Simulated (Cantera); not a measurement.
# Low-pressure radical oxidation in H2/O2

An isothermal, constant-pressure homogeneous reactor starts with 4.76 % H₂, 80.7 % O₂, 14.5 % N₂, at 1123 K and 0.0207 atm.

Model: the H2/O2 subset of GRI-Mech 3.0, which has no nitrogen chemistry, integrated in Cantera. Radical loss at walls, strong at low pressure, is not modelled. The temperature is held fixed by assumption; the heat of reaction is taken as removed at once.

| t (s) | x H₂ | x O₂ | x HO₂ | x O | x H₂O | x H₂O₂ |
|---|---|---|---|---|---|---|
| 3.00e-5 | 0.0476 | 0.807 | 3.52e-10 | 8.92e-11 | 1.73e-11 | <1e-12 |
| 9.44e-5 | 0.0476 | 0.807 | 1.11e-9 | 6.97e-10 | 3.79e-10 | <1e-12 |
| 0.000297 | 0.0476 | 0.807 | 3.55e-9 | 7.51e-9 | 8.81e-9 | 1.55e-12 |
| 0.000935 | 0.0476 | 0.807 | 2.26e-8 | 1.03e-6 | 1.61e-6 | 1.96e-11 |
| 0.00294 | 0.00484 | 0.778 | 6.98e-6 | 0.0206 | 0.0351 | 3.33e-7 |
| 0.00926 | 0.000615 | 0.785 | 5.72e-6 | 0.0171 | 0.0444 | 1.35e-7 |
| 0.0292 | 0.000193 | 0.797 | 4.01e-6 | 0.00525 | 0.0475 | 1.35e-7 |
| 0.0917 | 2.81e-5 | 0.801 | 1.61e-6 | 0.000773 | 0.0485 | 9.46e-8 |
| 0.289 | 3.26e-6 | 0.802 | 3.79e-7 | 9.25e-5 | 0.0487 | 4.14e-8 |
| 0.909 | 4.58e-7 | 0.802 | 7.61e-8 | 1.35e-5 | 0.0488 | 1.36e-8 |
| 2.86 | 8.55e-8 | 0.802 | 1.71e-8 | 2.60e-6 | 0.0488 | 4.11e-9 |
| 9.00 | 1.99e-8 | 0.802 | 5.01e-9 | 6.16e-7 | 0.0488 | 1.24e-9 |
x: mole fraction; the columns are a selection and need not sum to one.

Equilibrium at this temperature and pressure: H₂ 8.70e-10, O₂ 0.802, HO₂ 3.90e-9, O 2.74e-8, H₂O 0.0488, H₂O₂ 7.27e-11 (gas phase only).
